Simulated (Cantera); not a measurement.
An isothermal, constant-pressure homogeneous reactor starts with CH₃OH : O₂ : N₂ = 0.0064 : 0.0035 : 1 (molar parts), equivalence ratio 2.7, at 1225 K and 5.00 bar.

Computed with Cantera and GRI-Mech 3.0 (53 species, 325 reactions). GRI-Mech 3.0 was tuned for natural gas; its chemistry of methanol as a main component is partial and can be far from experiment.

One state of this run: x CH₃OH = 1.10e-10; x O₂ = 1.35e-8; x CO₂ = 0.000747; x CH₂ = <1e-12; x HCO = 2.14e-10. x: mole fraction; the columns are a selection and need not sum to one.

Q: Which value of t (s) does it belong to?
A) 0.000494
B) 0.0405
C) 1.81e-5
D) 0.0135

A: B, 0.0405
